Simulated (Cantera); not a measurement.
Cantera run, input and output.

```python
import numpy as np
import cantera as ct

gas = ct.Solution("gri30.yaml")
gas.TPX = 1725, 500000, {'CH4': 1, 'C2H6': 0.042, 'O2': 2.75, 'N2': 33}
reactor = ct.IdealGasReactor(gas, energy="on", clone=False)
net = ct.ReactorNet([reactor])
net.rtol, net.atol = 1e-08, 1e-16
show = ['CH4', 'C2H6', 'O2', 'OH', 'O', 'NO', 'CH2']
times = np.geomspace(4e-06, 0.6, 11)

steps = ct.SolutionArray(gas, extra=["t"])
rows = []
print(f"{'t/s':>10s}{'T/K':>9s}{'P/Pa':>11s}" + "".join(f"{s:>11s}" for s in show))
for t in times:
    while net.time < t:
        t_next = net.step()
        steps.append(gas.state, t=t_next)
    rows.append([np.interp(t, steps.t, y) for y in (steps.T, steps.P, *steps(*show).X.T)])
    print(f"{t:10.3e}{rows[-1][0]:9.1f}{rows[-1][1]:11.4g}" + "".join(f"{x:11.3e}" for x in rows[-1][2:]))
rate = np.gradient(steps.T, steps.t)
print("integrator steps:", len(steps.t))
if steps.T.max() > steps.T[0] + 200:
    print(f"time of steepest temperature rise: {steps.t[rate.argmax()]:.4e} s")
gas.TPX = 1725, 500000, {'CH4': 1, 'C2H6': 0.042, 'O2': 2.75, 'N2': 33}
gas.equilibrate("UV")
print(f"equilibrium (UV): T = {gas.T:.1f} K  " + "  ".join(f"{s} {gas[s].X[0]:.3e}" for s in show))
```

Result:

```
       t/s      T/K       P/Pa        CH4       C2H6         O2         OH          O         NO        CH2
 4.000e-06   1723.4  4.996e+05  2.711e-02  1.007e-03  7.470e-02  2.869e-06  1.201e-06  4.658e-12  2.491e-08
 1.317e-05   1723.9  4.999e+05  2.642e-02  8.470e-04  7.429e-02  1.153e-05  4.231e-06  8.200e-11  2.200e-07
 4.338e-05   1804.0  5.263e+05  1.586e-02  5.318e-04  6.505e-02  1.365e-04  4.624e-05  1.538e-08  5.332e-06
 1.429e-04   2452.8  7.142e+05  7.589e-18  4.033e-33  1.728e-02  3.696e-03  8.556e-04  1.995e-04  2.441e-17
 4.704e-04   2470.3  7.185e+05  3.923e-18  7.328e-34  1.667e-02  3.176e-03  6.057e-04  5.235e-04  1.029e-17
 1.549e-03   2467.9  7.178e+05  3.958e-18  7.392e-34  1.624e-02  3.131e-03  5.905e-04  1.434e-03  1.010e-17
 5.102e-03   2462.4  7.162e+05  4.050e-18  7.587e-34  1.526e-02  3.033e-03  5.575e-04  3.468e-03  9.670e-18
 1.680e-02   2456.8  7.145e+05  4.161e-18  7.841e-34  1.427e-02  2.932e-03  5.246e-04  5.544e-03  9.250e-18
 5.533e-02   2455.9  7.143e+05  4.181e-18  7.889e-34  1.411e-02  2.915e-03  5.193e-04  5.878e-03  9.185e-18
 1.822e-01   2455.9  7.143e+05  4.181e-18  7.889e-34  1.411e-02  2.915e-03  5.193e-04  5.878e-03  9.185e-18
 6.000e-01   2455.9  7.143e+05  4.181e-18  7.889e-34  1.411e-02  2.915e-03  5.193e-04  5.878e-03  9.185e-18
integrator steps: 1659
time of steepest temperature rise: 5.1363e-05 s
equilibrium (UV): T = 2455.9 K  CH4 5.795e-18  C2H6 1.261e-33  O2 1.411e-02  OH 2.915e-03  O 5.193e-04  NO 5.878e-03  CH2 1.207e-17
```

Detailed kinetics in Cantera: GRI-Mech 3.0 (53 species, 325 reactions).
